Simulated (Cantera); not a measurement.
Input: 1 mol C₆H₆, 1.6 mol CO₂, 1.5 mol N₂, 0.23 mol H₂O, equilibrated at 2950 K and 5.20 mbar.

Method: chemical equilibrium by Gibbs-energy minimisation in Cantera with the NASA 1993 tables (ideal gas, pure condensed phases). Candidate condensed phases: C, C₆H₆, C₇H₈, C₈H₁₈, H₂O; 136 gas species. The numbers say what is thermodynamically allowed, not how fast it happens.

Base state: H 0.439, CO 0.306, N₂ 0.119, H₂ 0.0549, C₃ 0.0349, HCN 0.0148, CN 0.0116, C 0.00601 (mole fractions); condensed: C(graphite).

Task: What changes in the equilibrium state with this change: C₆H₆ replaced by C₃H₈?

Result: 
| species | before | after |
|---|---|---|
| H | 0.439 | 0.501 |
| CO | 0.306 | 0.270 |
| N₂ | 0.119 | 0.106 |
| C₃ | 0.0349 | 0.0163 |
| CN | 0.0116 | 0.00854 |
| H₂ | 0.0549 | 0.0715 |
| HCN | 0.0148 | 0.0124 |
| C₅ | 0.000547 | 0.000154 |
| C₄ | 0.000102 | 3.70e-5 |
| C₄H₂ | 6.60e-5 | 3.12e-5 |
| C₂N₂ | 9.09e-5 | 4.89e-5 |
| C(graphite), mol | 2.33 | 0 |
